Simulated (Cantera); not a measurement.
A Cantera script and what it prints.

```python
import numpy as np
import cantera as ct

gas_names = """
    H HO2 H2 H2O H2O2 O OH O2 O3 Zr ZrO ZrO2
""".split()
cond_names = """
    H2O(s) H2O(L) Zr(a) Zr(b) Zr(L) ZrO2(a) ZrO2(b) ZrO2(L)
""".split()


# ... load() reads the species with a 1 bar reference pressure and builds the phases ...
atoms = {
    'ZrO2': {'Zr': 1, 'O': 2},
    'H2': {'H': 2},
}
top_T = {}  # K; cautious upper limits of use, not melting points


# ... equilibrate(T, P, feed) seeds the gas with the atoms and calls Mixture.equilibrate('TP', solver="vcs", rtol=1e-11, max_steps=5000) ...
results = []
feed = {'ZrO2': 1, 'H2': 120}  # mol
T = 1875  # K
P = 440  # Pa
mix = equilibrate(T, P, feed)
results.append((T, P, feed, dict(zip(mix.species_names, mix.species_moles))))
print(gas.report(threshold=0.0001))
for i in range(1, mix.n_phases):
    print(f"{mix.phase(i).name:16s} {mix.phase_moles(i):12.5e} mol")
```

Output:

```
       temperature   1875 K
          pressure   440 Pa
           density   5.6622e-05 kg/m^3
  mean mol. weight   2.0062 kg/kmol
   phase of matter   gas

                          1 kg             1 kmol
                     ---------------   ---------------
          enthalpy        2.5284e+07        5.0724e+07  J
   internal energy        1.7514e+07        3.5135e+07  J
           entropy         1.154e+05        2.3152e+05  J/K
    Gibbs function        -1.911e+08       -3.8337e+08  J
 heat capacity c_p             16768             33638  J/K
 heat capacity c_v             12623             25324  J/K

                      mass frac. Y      mole frac. X     chem. pot. / RT
                     ---------------   ---------------   ---------------
                 H         0.0049408         0.0098333           -12.356
                H2           0.99502           0.99017           -24.713
     [  +10 minor]        3.6115e-05        1.1719e-06

Zr(b)             0.00000e+00 mol
ZrO2(b)           9.99930e-01 mol
```

These are equilibrium values from Cantera (NASA tables, ideal gas, pure condensed phases), not measurements of a reactor.
